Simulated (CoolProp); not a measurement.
A Linde-Hampson liquefier for nitrogen: isothermal reversible compression at 200 K from 1 atm to 40 MPa, throttling to 1 atm, return gas leaving the recuperator 5 K below the feed. Each further row changes one setting.

The numbers come from the reference Helmholtz-energy equation of state, Span 2000 in CoolProp.

```json
[
 {"case": "as stated", "liquid yield per pass": "0.245", "compression work (kJ/kg of gas)": "340"},
 {"case": "high pressure 80 MPa", "liquid yield per pass": "?", "compression work (kJ/kg of gas)": "406"},
 {"case": "warm-end temperature 230 K", "liquid yield per pass": "?", "compression work (kJ/kg of gas)": "?"},
 {"case": "warm-end gap 10 K", "liquid yield per pass": "?", "compression work (kJ/kg of gas)": "340"}
]
```

Q: Some entries are withheld; supply them.

A: 
- high pressure 80 MPa, liquid yield per pass: 0.177
- warm-end temperature 230 K, liquid yield per pass: 0.178
- warm-end temperature 230 K, compression work (kJ/kg of gas): 403
- warm-end gap 10 K, liquid yield per pass: 0.233
